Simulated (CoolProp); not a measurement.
A simple Rankine cycle with R134a: condensing at 289.15 K, boiler at 2.19 MPa, turbine inlet 454 K, turbine efficiency 0.8, pump efficiency 0.7, no recuperator. Each further row changes one setting.

Computed with CoolProp (reference Helmholtz-energy equation of state, Tillner-Roth 1994).

```json
[
 {"case": "as stated", "thermal efficiency (%)": "10.7", "net work (kJ/kg)": "36.3", "heat in (kJ/kg)": "339", "turbine exit temperature (K)": "?", "volume ratio over the turbine": "4.18"},
 {"case": "condensing temperature 281.15 K", "thermal efficiency (%)": "12.2", "net work (kJ/kg)": "42.7", "heat in (kJ/kg)": "350", "turbine exit temperature (K)": "400.9", "volume ratio over the turbine": "5.37"},
 {"case": "boiler pressure 1.53 MPa", "thermal efficiency (%)": "?", "net work (kJ/kg)": "28.7", "heat in (kJ/kg)": "344", "turbine exit temperature (K)": "420.3", "volume ratio over the turbine": "2.92"},
 {"case": "turbine efficiency 0.7", "thermal efficiency (%)": "9.3", "net work (kJ/kg)": "?", "heat in (kJ/kg)": "339", "turbine exit temperature (K)": "412.7", "volume ratio over the turbine": "4.23"}
]
```

Problem. Fill in the missing entries.

Solution. 
- as stated, turbine exit temperature (K): 408.2
- boiler pressure 1.53 MPa, thermal efficiency (%): 8.3
- turbine efficiency 0.7, net work (kJ/kg): 31.5
